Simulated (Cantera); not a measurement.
Charge: 1 mol Cu2O, 1.9 mol CO, held at 470 Pa.

Cantera equilibrium calculation (NASA polynomials, part measured and part estimated; ideal gas, pure solids and liquids). Candidate condensed phases: C, Cu, CuO, Cu2O; 15 gas species. Kinetics and transport are ignored. All values below are at 1898 K.

Base state: CO2 0.348, Cu 0.337, CO 0.314, Cu2 0.000962, O2 7.59e-5, O 3.73e-5, CuO 2.38e-5 (mole fractions); condensed: Cu(l).

What changes in the equilibrium state with this change: Cu2O replaced by MgO?


```json
[
 {"species": "CO", "before": "0.314", "after": "0.975"},
 {"species": "Mg", "before": "0", "after": "0.0127"},
 {"species": "CO2", "before": "0.348", "after": "0.0127"},
 {"species": "Cu", "before": "0.337", "after": "0"},
 {"species": "Cu2", "before": "0.000962", "after": "0"},
 {"species": "CuO", "before": "2.38e-5", "after": "0"},
 {"species": "O2", "before": "7.59e-5", "after": "1.04e-8"},
 {"species": "O", "before": "3.73e-5", "after": "4.37e-7"},
 {"species": "Cu(l), mol", "before": "1.03", "after": "0"},
 {"species": "MgO(s), mol", "before": "0", "after": "0.976"}
]
```
Further candidate phases: Mg, MgCO3, MgO.

What changes in the equilibrium state with this change: Cu2O replaced by Fe2O3?


| species | before | after |
|---|---|---|
| CO2 | 0.348 | 0.527 |
| CO | 0.314 | 0.470 |
| Fe | 0 | 0.00227 |
| Cu | 0.337 | 0 |
| Cu2 | 0.000962 | 0 |
| FeO | 0 | 0.000164 |
| Cu(l), mol | 1.03 | 0 |
| FeO(l), mol | 0 | 2.00 |
The tables' stoichiometric FeO is somewhat more stable than real wüstite, so its field is too wide. FeO: taken at fixed stoichiometry. Further candidate phases: Fe, Fe(CO)5, FeO, Fe2O3, Fe3O4.
